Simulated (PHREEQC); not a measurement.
Solution (25 °C): 0.016 mol/kgw NaH2PO4, 0.017 mol/kgw H2SO4 and 0.00093 mol/kgw ZnSO4. Closed to the air; pH follows from the charge balance.

The numbers come from PHREEQC with the ion-association model, wateq4f.dat.

This is a speciation only: nothing precipitates in the calculation.

Task: Order these Zn species by the share of Zn that they hold, largest first: Zn(SO4)2-2, Zn+2, ZnSO4.

Result: Zn+2 (63 %), ZnSO4 (34 %), Zn(SO4)2-2 (2.7 %)

The pH is 1.85 and the ionic strength 0.0434 mol/kgw. H3PO4, which wateq4f.dat lacks, is added to it with the constant of phreeqc.dat. The database has no phosphate complexes of Zn.
